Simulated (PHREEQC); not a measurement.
Consider water at 20 °C with 2.75 mmol/kgw Pb(NO3)2, 1.9 mmol/kgw NaNO3 and 0.055 mmol/kgw Na2SO4. Closed to the air; pH follows from the charge balance.

Computed with PHREEQC (ion-association model, wateq4f.dat).

```yaml
pH: 5.22
ionic_strength: 0.00986 mol/kgw
```

```tsv
species	molality	activity	log γ
NO3-	0.00722	0.00650	-0.046
Pb+2	0.00254	0.00169	-0.177
Na+	0.00201	0.00182	-0.044
PbNO3+	0.000180	0.000163	-0.044
SO4-2	3.34e-5	2.25e-5	-0.173
PbSO4	2.13e-5	2.14e-5	0.001
H+	6.58e-6	6.02e-6	-0.039
PbOH+	6.07e-6	5.48e-6	-0.044
Pb2OH+3	5.19e-7	2.08e-7	-0.398
NaSO4-	2.19e-7	1.98e-7	-0.043
HSO4-	1.30e-8	1.18e-8	-0.044
Pb(SO4)2-2	3.78e-9	2.52e-9	-0.177
OH-	1.25e-9	1.13e-9	-0.045
```

Precipitation was switched off in this run. Saturation is exceeded, for instance for Anglesite, Larnakite; the values hold only as long as no solid forms. Complexes and solids missing from the database can't appear.
